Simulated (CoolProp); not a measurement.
Vapour-liquid equilibrium of propylene (1) + isobutane (2) at 46.5 kPa; x and y are mole fractions of (1).

Model: multi-fluid Helmholtz-energy mixture model, Lemmon 2013 and Bücker 2006; pair parameters Bell 2016, in CoolProp.

| x | bubble temperature (K) | y at the bubble point | dew temperature at overall composition x (K) | liquid density (mol/L) |
|---|---|---|---|---|
| 0.05 | 238.3 | 0.237 | 242.1 | 10.78 |
| 0.2 | 231.1 | 0.529 | 239.1 | 11.35 |
| 0.35 | 227.0 | 0.674 | 235.7 | 11.92 |
| 0.5 | 223.2 | 0.793 | 231.9 | 12.54 |
| 0.65 | 219.0 | 0.894 | 227.7 | 13.22 |
| 0.8 | 214.6 | 0.963 | 222.9 | 13.95 |
| 0.95 | 210.7 | 0.995 | 215.6 | 14.71 |

No azeotrope shows between x = 0.05 and 0.95.

Pair parameters are fitted to limited data, so mixtures are less certain than the pure fluids. The gap from Raoult's law changes sign with composition, which may be real or a fault of the pair parameters; it wasn't checked against measurements.
